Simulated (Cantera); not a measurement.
An isothermal, constant-pressure homogeneous reactor starts with CH4 : H2O : H2 = 1 : 0.35 : 0.051 (molar parts), at 1425 K and 2.86 atm.

Detailed kinetics in Cantera: GRI-Mech 3.0 (53 species, 325 reactions). GRI-Mech 3.0 stops at C3 and has no aromatics, soot or wall deposition, so with more carbon than oxygen in the feed, carbon stays in small species such as C2H2 where larger ones or solid carbon would form.

Question: Predict: x(CH4) at 70.0 s; x(H2O) at 70.0 s; x(H2) at 70.0 s; x(CH2O) at 70.0 s.

Answer: 
```json
{
  "x(CH4) at 70.0 s": "0.309 (gas-phase equilibrium 0.254)",
  "x(H2O) at 70.0 s": "0.0746 (gas-phase equilibrium 1.06e-5)",
  "x(H2) at 70.0 s": "0.464 (gas-phase equilibrium 0.562)",
  "x(CH2O) at 70.0 s": "1.17e-7 (gas-phase equilibrium 1.18e-7)"
}
```
